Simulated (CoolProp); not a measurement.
Aqueous ethylene glycol as a coolant, at 2 °C, 1 atm.

Model: Melinder's fits for secondary coolants, in CoolProp.

```json
[
 {"mass %": "4.1", "freezing point (°C)": "-1.3", "viscosity (mPa s)": "1.85", "density (kg/m³)": "1005", "cp (kJ/(kg K))": "4.135", "Prandtl number": "13.9"},
 {"mass %": "10.4", "freezing point (°C)": "-3.5", "viscosity (mPa s)": "2.22", "density (kg/m³)": "1014", "cp (kJ/(kg K))": "4.031", "Prandtl number": "17.0"},
 {"mass %": "16.8", "freezing point (°C)": "-6.3", "viscosity (mPa s)": "2.68", "density (kg/m³)": "1024", "cp (kJ/(kg K))": "3.922", "Prandtl number": "21.1"},
 {"mass %": "23.1", "freezing point (°C)": "-9.8", "viscosity (mPa s)": "3.24", "density (kg/m³)": "1034", "cp (kJ/(kg K))": "3.805", "Prandtl number": "26.0"},
 {"mass %": "29.4", "freezing point (°C)": "-14.1", "viscosity (mPa s)": "3.91", "density (kg/m³)": "1043", "cp (kJ/(kg K))": "3.677", "Prandtl number": "31.9"},
 {"mass %": "35.8", "freezing point (°C)": "-19.6", "viscosity (mPa s)": "4.72", "density (kg/m³)": "1053", "cp (kJ/(kg K))": "3.538", "Prandtl number": "39.2"},
 {"mass %": "42.1", "freezing point (°C)": "-26.1", "viscosity (mPa s)": "5.70", "density (kg/m³)": "1063", "cp (kJ/(kg K))": "3.395", "Prandtl number": "47.9"}
]
```
